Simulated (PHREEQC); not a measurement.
## Metal-bearing waste water: speciation

Solution (25 °C): 0.00013 mol CdCl2, 4.1e-05 mol NaHCO3 and 0.0027 mol NaCl per kg of water. Closed to the air; pH follows from the charge balance.

Computed with PHREEQC (ion-association model, phreeqc.dat).

| Property | Value |
|---|---|
| pH | 7.73 |
| ionic strength | 0.00308 mol/kgw |
| specific conductance | 358 µS/cm |
| total alkalinity | 0.0410 meq/kg |

| species | molality | activity | log γ |
|---|---|---|---|
| Cl- | 0.00294 | 0.00276 | -0.027 |
| Na+ | 0.00274 | 0.00258 | -0.026 |
| Cd+2 | 0.000106 | 8.28e-5 | -0.105 |
| HCO3- | 3.92e-5 | 3.69e-5 | -0.026 |
| CdCl+ | 2.32e-5 | 2.18e-5 | -0.026 |
| CO2 | 1.55e-6 | 1.56e-6 | 0.000 |
| OH- | 5.74e-7 | 5.40e-7 | -0.027 |

No solid was allowed to form. Examples of supersaturated solids here: Otavite. Others may be too. Complexes and solids missing from the database can't appear.
